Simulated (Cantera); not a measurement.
Standard-state values (1 bar) from the NASA 1993 polynomials, evaluated with Cantera. Values are per mole of reaction as written; species without (g) are pure solids or liquids, kept so even where they would boil at 1 bar.

2 NF₃(g) + 3 H₂(g) + 3 Cu ⇌ 3 CuF₂(g) + 2 NH₃(g), with ΔH° = -629.4 kJ and ΔS° = 173.4 J/K at 300 K.

**Question.** How far is the shortcut ΔG° ≈ ΔH°(300 K) − T·ΔS°(300 K) from the full temperature-dependent value at 948, 1048, 1148, 1248, 1348, 1448, 1548 K?

**Answer.** 
```csv
T (K),shortcut (kJ),full (kJ),difference (kJ),difference in log10 K,condensed phases
948,-793.8,-768.8,-25.0,1.38,Cu(s)
1048,-811.1,-779.3,-31.8,1.58,Cu(s)
1148,-828.4,-789.4,-39.1,1.78,Cu(s)
1248,-845.8,-798.9,-46.9,1.96,Cu(s)
1348,-863.1,-808.0,-55.1,2.14,Cu(s)
1448,-880.5,-814.1,-66.4,2.40,Cu(l)
1548,-897.8,-819.4,-78.4,2.65,Cu(l)
```
The shortcut ignores heat capacities and the phase changes listed.
